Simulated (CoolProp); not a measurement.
n-butane along the isotherm 301.85 °C: fugacity coefficient from the reference equation and from simpler models built on Tc = 152.0 °C, pc = 3.796 MPa, ω = 0.201; each cubic takes its own stable root.

Model: reference Helmholtz-energy equation of state, Bücker 2006, in CoolProp.

| p (MPa) | phase | reference | van der Waals | Redlich-Kwong | Soave-Redlich-Kwong | Peng-Robinson |
|---|---|---|---|---|---|---|
| 0.633 | gas | 0.9814 | 0.9771 | 0.9774 | 0.9813 | 0.9769 |
| 1.27 | gas | 0.9629 | 0.9542 | 0.9552 | 0.9629 | 0.9544 |
| 1.9 | gas | 0.9449 | 0.9319 | 0.9336 | 0.9452 | 0.9329 |
| 2.53 | gas | 0.9271 | 0.9098 | 0.9126 | 0.9280 | 0.9121 |
| 3.16 | gas | 0.9095 | 0.8880 | 0.8921 | 0.9112 | 0.8920 |
| 3.8 | supercritical | 0.8920 | 0.8660 | 0.8717 | 0.8946 | 0.8723 |
| 4.43 | supercritical | 0.8750 | 0.8447 | 0.8523 | 0.8788 | 0.8537 |
| 5.06 | supercritical | 0.8584 | 0.8238 | 0.8333 | 0.8634 | 0.8358 |
| 5.69 | supercritical | 0.8422 | 0.8031 | 0.8150 | 0.8487 | 0.8186 |
